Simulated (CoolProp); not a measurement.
Properties of n-octane at several states (Tc = 568.7 K, pc = 24.84 bar, ω = 0.398).

Computed with CoolProp (reference Helmholtz-energy equation of state, Beckmüller 2019).

```
T (K)  p (bar)   phase  cv (kJ/(kg K))  speed of sound (m/s)  expansivity (1/kK)  viscosity (µPa s)  conductivity (mW/(m K))
-----  -------  ------  --------------  --------------------  ------------------  -----------------  -----------------------
400.9    0.427     gas           2.039                 170.3               2.715               7.60                     20.1
320.2    0.238  liquid           1.864                   [?]               1.217                399                      [?]
510.6     34.1  liquid           2.597                 428.5               2.816               92.0                     74.8
340.2    0.109     gas           1.768                   [?]               3.062               6.50                     14.3
331.4    0.152  liquid           1.905                  1036               1.251                356                      115
481.8    0.325     gas           2.368                   [?]               2.140                [?]                      [?]
```

Complete the blanks.


- 320.2, speed of sound (m/s): 1081
- 320.2, conductivity (mW/(m K)): 118
- 340.2, speed of sound (m/s): 159.1
- 481.8, speed of sound (m/s): 188.6
- 481.8, viscosity (µPa s): 9.11
- 481.8, conductivity (mW/(m K)): 28.9

Viscosity comes from a separate model (Huber 2004). Thermal conductivity comes from a separate model (Huber 2005).
